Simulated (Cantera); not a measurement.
# C + CO₂ + O₂ (carbon deposition, reforming and gasification)

A closed system holds: 1 mol C, 0.86 mol CO₂, a varied amount of O₂, at 1802 °C and 9.30 mbar.

Cantera equilibrium calculation (NASA polynomials, part measured and part estimated; ideal gas, pure solids and liquids). Candidate condensed phases: C; 12 gas species. Rates play no part.

From 0.16 mol O₂ to 1 mol O₂ nothing is condensed. The main C-bearing gas is CO at 0.16 mol O₂ and CO₂ at 1 mol O₂.

```csv
n(O₂) (mol),x CO,x CO₂,x O₂,x O
0.16,0.903,0.0967,7.21e-6,3.25e-5
0.23,0.828,0.172,2.71e-5,6.29e-5
0.3,0.753,0.247,6.77e-5,9.95e-5
0.37,0.678,0.322,0.000142,0.000144
0.45,0.592,0.408,0.000298,0.000209
0.52,0.517,0.482,0.000547,0.000283
0.59,0.443,0.556,0.000992,0.000381
0.66,0.369,0.629,0.00183,0.000517
0.74,0.287,0.709,0.00384,0.000749
0.81,0.219,0.772,0.00780,0.00107
0.88,0.161,0.821,0.0164,0.00155
0.95,0.118,0.847,0.0322,0.00217
1,0.0979,0.852,0.0476,0.00264
```
x: gas mole fraction; nothing condenses.
